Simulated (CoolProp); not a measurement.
Saturation properties of p-xylene.

The numbers come from the reference Helmholtz-energy equation of state, Zhou 2012 in CoolProp.

```tsv
T (°C)	p (kPa)	liquid density (kg/m³)	enthalpy of vaporisation (kJ/kg)	vapour Z	liquid viscosity (µPa s)	vapour viscosity (µPa s)
115.95	53.49	774.8	349.7	0.9696	259	8.29
122.45	64.97	768.6	345.9	0.9653	247	8.41
128.95	78.33	762.3	342.1	0.9605	236	8.54
135.45	93.78	755.9	338.1	0.9553	225	8.66
141.95	111.5	749.4	334.1	0.9497	215	8.79
148.45	131.8	742.9	330.0	0.9436	205	8.91
154.95	154.9	736.2	325.8	0.9371	196	9.04
161.45	181.1	729.5	321.5	0.9301	187	9.16
167.95	210.5	722.6	317.2	0.9226	179	9.29
174.45	243.4	715.6	312.7	0.9145	171	9.42
180.95	280.3	708.5	308.1	0.9060	163	9.55
187.45	321.2	701.2	303.3	0.8969	156	9.68
193.95	366.6	693.8	298.5	0.8873	149	9.81
200.45	416.7	686.3	293.5	0.8770	143	9.95
```

It boils at 138.3 °C under 1 atm.

Viscosity comes from a separate model (Balogun 2015).
